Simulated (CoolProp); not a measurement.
Properties of R1123 at several states.

Model: reference Helmholtz-energy equation of state, Akasaka 2020, in CoolProp.

```tsv
T (K)	p (MPa)	phase	cv (kJ/(kg K))	isothermal compressibility (1/MPa)
358.2	0.0383	gas	0.8376	26.17
345.9	1.47	gas	___	0.7653
426.8	1.72	gas	0.9387	0.6150
324	0.243	gas	___	4.202
452.5	4.22	gas	___	0.2636
257.5	14.6	liquid	0.8268	___
```

### Question
What belongs in the gaps?

### Answer

- 345.9, cv (kJ/(kg K)): 0.8436
- 324, cv (kJ/(kg K)): 0.7899
- 452.5, cv (kJ/(kg K)): 0.9776
- 257.5, isothermal compressibility (1/MPa): 0.002614
